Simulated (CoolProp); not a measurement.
Properties of tetradecamethylhexasiloxane (MD4M) along the isobar 0.101 MPa.

Values from CoolProp's reference Helmholtz-energy equation of state, Thol 2019.

| T (K) | phase | density (kg/m³) | Joule-Thomson coefficient (K/MPa) |
|---|---|---|---|
| 557.6 | gas | [?] | 22.06 |
| 563.2 | gas | 10.93 | 21.12 |
| 568.9 | gas | 10.77 | 20.22 |
| 574.6 | gas | 10.62 | [?] |
| 580.3 | gas | 10.48 | 18.60 |
| 585.9 | gas | 10.34 | 17.87 |
| 591.6 | gas | 10.20 | [?] |
| 597.3 | gas | [?] | 16.53 |
| 603 | gas | 9.943 | 15.91 |
| 608.6 | gas | 9.822 | 15.34 |
| 614.3 | gas | 9.704 | [?] |
| 620 | gas | [?] | [?] |

Problem. Some entries are withheld; supply them.

Solution. 
- 557.6, density (kg/m³): 11.10
- 574.6, Joule-Thomson coefficient (K/MPa): 19.38
- 591.6, Joule-Thomson coefficient (K/MPa): 17.18
- 597.3, density (kg/m³): 10.07
- 614.3, Joule-Thomson coefficient (K/MPa): 14.79
- 620, density (kg/m³): 9.588
- 620, Joule-Thomson coefficient (K/MPa): 14.27
